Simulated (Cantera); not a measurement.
Charge: 1 mol Al, a varied amount of HCl, equilibrated at 825 K and 10.0 mbar.

Equilibrium computed with Cantera from the NASA thermochemical tables; the gas is ideal and each condensed phase is pure. Candidate condensed phases: Al, AlCl3; 12 gas species. Kinetics and transport are ignored.

Question: At 7.4 mol HCl, list the 4 most abundant gas species with their mole fractions, and the condensed phases.

Answer: HCl 0.638, H2 0.217, AlCl3 0.144, Al2Cl6 0.000405. Condensed: gas only.
